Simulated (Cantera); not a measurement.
What does this Cantera script print?

```python
import numpy as np
import cantera as ct

gas = ct.Solution("gri30.yaml")
gas.TPX = 1425, 101325, {'CH4': 1, 'H2': 0.38, 'O2': 2.35, 'N2': 8.85, 'CO2': 1.6}
reactor = ct.IdealGasConstPressureReactor(gas, energy="on", clone=False)
net = ct.ReactorNet([reactor])
net.rtol, net.atol = 1e-08, 1e-16
show = ['CH4', 'H2', 'O2', 'C2H', 'CH2O', 'NO2', 'NO']
times = np.geomspace(4e-06, 0.4, 12)

steps = ct.SolutionArray(gas, extra=["t"])
rows = []
print(f"{'t/s':>10s}{'T/K':>9s}{'P/Pa':>11s}" + "".join(f"{s:>11s}" for s in show))
for t in times:
    while net.time < t:
        t_next = net.step()
        steps.append(gas.state, t=t_next)
    rows.append([np.interp(t, steps.t, y) for y in (steps.T, steps.P, *steps(*show).X.T)])
    print(f"{t:10.3e}{rows[-1][0]:9.1f}{rows[-1][1]:11.4g}" + "".join(f"{x:11.3e}" for x in rows[-1][2:]))
rate = np.gradient(steps.T, steps.t)
print("integrator steps:", len(steps.t))
if steps.T.max() > steps.T[0] + 200:
    print(f"time of steepest temperature rise: {steps.t[rate.argmax()]:.4e} s")
gas.TPX = 1425, 101325, {'CH4': 1, 'H2': 0.38, 'O2': 2.35, 'N2': 8.85, 'CO2': 1.6}
gas.equilibrate("HP")
print(f"equilibrium (HP): T = {gas.T:.1f} K  " + "  ".join(f"{s} {gas[s].X[0]:.3e}" for s in show))
```

Output:

```
       t/s      T/K       P/Pa        CH4         H2         O2        C2H       CH2O        NO2         NO
 4.000e-06   1425.0  1.013e+05  7.052e-02  2.680e-02  1.657e-01  1.289e-28  1.131e-09  9.428e-23  3.302e-17
 1.139e-05   1425.0  1.013e+05  7.052e-02  2.680e-02  1.657e-01  4.358e-26  1.190e-08  4.251e-21  1.779e-16
 3.245e-05   1425.0  1.013e+05  7.052e-02  2.680e-02  1.657e-01  1.900e-23  1.344e-07  1.924e-19  1.111e-15
 9.241e-05   1425.0  1.013e+05  7.050e-02  2.679e-02  1.657e-01  4.674e-20  2.506e-06  1.537e-17  1.453e-14
 2.632e-04   1428.5  1.013e+05  6.944e-02  2.650e-02  1.651e-01  2.788e-14  1.810e-04  1.251e-14  2.185e-12
 7.495e-04   2325.9  1.013e+05  1.769e-16  1.079e-02  3.810e-02  1.454e-21  1.750e-10  1.193e-08  5.651e-05
 2.135e-03   2540.6  1.013e+05  1.569e-16  6.455e-03  2.898e-02  2.903e-21  1.000e-10  3.096e-07  9.753e-04
 6.080e-03   2537.9  1.013e+05  1.608e-16  6.464e-03  2.794e-02  2.862e-21  1.002e-10  1.019e-06  3.252e-03
 1.732e-02   2533.1  1.013e+05  1.661e-16  6.493e-03  2.651e-02  2.794e-21  1.008e-10  1.980e-06  6.457e-03
 4.931e-02   2531.5  1.013e+05  1.679e-16  6.503e-03  2.604e-02  2.770e-21  1.010e-10  2.294e-06  7.536e-03
 1.404e-01   2531.4  1.013e+05  1.680e-16  6.503e-03  2.603e-02  2.770e-21  1.010e-10  2.299e-06  7.553e-03
 4.000e-01   2531.4  1.013e+05  1.680e-16  6.503e-03  2.603e-02  2.770e-21  1.010e-10  2.299e-06  7.553e-03
integrator steps: 1922
time of steepest temperature rise: 6.3292e-04 s
equilibrium (HP): T = 2531.4 K  CH4 2.253e-16  H2 6.503e-03  O2 2.603e-02  C2H 2.997e-21  CH2O 1.010e-10  NO2 2.299e-06  NO 7.553e-03
```

Model: GRI-Mech 3.0 (53 species, 325 reactions), integrated in Cantera.
